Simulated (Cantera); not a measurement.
Feed: 1 mol HgO, 4.8 mol H2, 0.21 mol N2, held at 1177 °C and 0.310 bar.

Equilibrium computed with Cantera from the NASA thermochemical tables; the gas is ideal and each condensed phase is pure. Candidate condensed phases: H2O, Hg, HgO; 25 gas species. Rates play no part.

Base state: H2 0.632, Hg 0.166, H2O 0.166, N2 0.0349, H 1.35e-5 (mole fractions); condensed: gas only.

Question: What changes in the equilibrium state with this change: HgO replaced by Fe(CO)5?

Answer: 
```json
[
 {"species": "CO", "before": "0", "after": "0.499"},
 {"species": "H2", "before": "0.632", "after": "0.479"},
 {"species": "N2", "before": "0.0349", "after": "0.0210"},
 {"species": "Hg", "before": "0.166", "after": "0"},
 {"species": "H2O", "before": "0.166", "after": "0.000201"},
 {"species": "CH4", "before": "0", "after": "0.000216"},
 {"species": "CO2", "before": "0", "after": "8.81e-5"},
 {"species": "Fe(γ), mol", "before": "0", "after": "1.000"}
]
```
Further candidate phases: C, C6H6, C7H8, C8H18, Fe, Fe(CO)5, FeO, Fe(OH)2, Fe(OH)3, Fe2O3, Fe3O4.
